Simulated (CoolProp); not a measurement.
Computed with CoolProp (reference Helmholtz-energy equation of state, Kamei 1995).

Q: For R22, give the phase and the cv (kJ/(kg K)), speed of sound (m/s), Prandtl number at 236.4 K and 8.91 MPa; 236.4 K and 21.4 MPa.

A: 
- 236.4 K and 8.91 MPa: liquid; cv 0.659, speed of sound 877, Prandtl number 2.78
- 236.4 K and 21.4 MPa: liquid; cv 0.663, speed of sound 935, Prandtl number 2.96

Viscosity comes from a separate model (Bell 2016), an estimate that may be off by 10 % or more. Thermal conductivity comes from a separate model (McLinden 2000), an estimate that may be off by 10 % or more.
